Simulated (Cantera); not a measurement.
A closed system holds: 1 mol Cu, 2.4 mol H2O, 1.8 mol N2, held at 1 atm.

Method: chemical equilibrium by Gibbs-energy minimisation in Cantera with the NASA 1993 tables (ideal gas, pure condensed phases). Candidate condensed phases: Cu, CuO, Cu(OH)2, Cu2O, H2O; 27 gas species. The numbers say what is thermodynamically allowed, not how fast it happens.

Question: At 1473 K, list the 6 most abundant gas species with their mole fractions, and the condensed phases.

Answer: H2O 0.571, N2 0.429, H2 0.000111, O2 4.51e-5, OH 1.78e-5, NO 1.16e-5. Condensed: Cu(l).
